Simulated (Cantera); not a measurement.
A closed system holds: 1 mol MgF₂, 1 mol H₂, 250 mol N₂, equilibrated at 1002 °C and 4.70 mbar.

Equilibrium computed with Cantera from the NASA thermochemical tables; the gas is ideal and each condensed phase is pure. Candidate condensed phases: Mg, MgF₂; 28 gas species. Kinetics and transport are ignored.

Base state: N₂ 0.996, H₂ 0.00393, HF 0.000111, MgF₂ 5.94e-5, Mg 5.38e-5 (mole fractions); condensed: MgF₂(s).

What changes in the equilibrium state with this change: MgF₂ replaced by CaCl₂?


```
species         before    after
------------  --------  -------
N₂               0.996    0.992
H₂             0.00393  0.00396
CaCl₂                0  0.00396
HF            0.000111        0
MgF₂           5.94e-5        0
Mg             5.38e-5        0
MgF₂(s), mol     0.971        0
```
Further candidate phases: Ca, CaCl₂, NH₄Cl.
